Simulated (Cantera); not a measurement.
## Adiabatic ignition

An adiabatic, constant-volume homogeneous reactor starts with 14.1 % H₂, 18.0 % O₂, 67.9 % N₂, equivalence ratio 0.39, at 1650 K and 0.987 atm.

Detailed kinetics in Cantera: GRI-Mech 3.0 (53 species, 325 reactions).

```
t (s)     T (K)  P (bar)     x H₂   x O₂    x NO₂     x N₂O    x H₂O      x OH
--------  -----  -------  -------  -----  -------  --------  -------  --------
2.00e-6    1650    1.000    0.141  0.180   <1e-12  4.91e-12  5.44e-6   1.69e-6
6.32e-6    1651     1.00    0.137  0.178   <1e-12  8.03e-10  0.00263  0.000637
2.00e-5    1996     1.19   0.0143  0.105  5.73e-9   2.24e-7    0.104    0.0215
6.32e-5    2439     1.41  0.00800  0.107  5.95e-8   5.05e-7    0.123    0.0244
0.000200   2635     1.50  0.00384  0.110  5.55e-7   1.05e-6    0.135    0.0197
0.000632   2635     1.50  0.00373  0.109  1.97e-6   1.07e-6    0.135    0.0193
0.00200    2627     1.50  0.00365  0.107  5.55e-6   1.09e-6    0.136    0.0188
0.00632    2614     1.49  0.00353  0.103  1.07e-5   1.16e-6    0.136    0.0181
0.0200     2610     1.49  0.00349  0.102  1.24e-5   1.19e-6    0.136    0.0178
0.0632     2610     1.49  0.00349  0.102  1.25e-5   1.19e-6    0.136    0.0178
0.200      2610     1.49  0.00349  0.102  1.25e-5   1.19e-6    0.136    0.0178
```
x: mole fraction; the columns are a selection and need not sum to one.

```
Property                                                            Result
---------------------------------  ---------------------------------------
time of steepest temperature rise                                  9.99 µs
temperature at 0.200 s                                              2610 K
equilibrium temperature                                             2610 K
x(H₂) at 0.200 s                   0.00349 (gas-phase equilibrium 0.00349)
x(O₂) at 0.200 s                       0.102 (gas-phase equilibrium 0.102)
x(NO₂) at 0.200 s                  1.25e-5 (gas-phase equilibrium 1.25e-5)
```
